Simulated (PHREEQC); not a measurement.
0.019 g of hydrous ferric oxide (600 m²/g; 0.2 weak and 0.005 strong sites per Fe, Dzombak-Morel constants, diffuse double layer) in 1 kg of water with 0.005 mol/kgw of an inert sodium salt and 0.11 mmol/kgw NaF and 0.0053 mmol/kgw ZnCl2, at 25 °C; the pH is set by adding NaOH or the inert anion's acid. O2 is buffered at 0.21 atm. The system is closed to CO2. Nothing may precipitate in this run.

The series has 13 steps of pH, from 4 to 12.

Model: ion-association model, wateq4f.dat, run in PHREEQC.

**Question.** Near which pH is half of the Zn sorbed, and on which side is more sorbed?

**Answer.** Near pH 7.3, with more sorbed at higher pH.

Complexes and solids missing from the database can't appear.
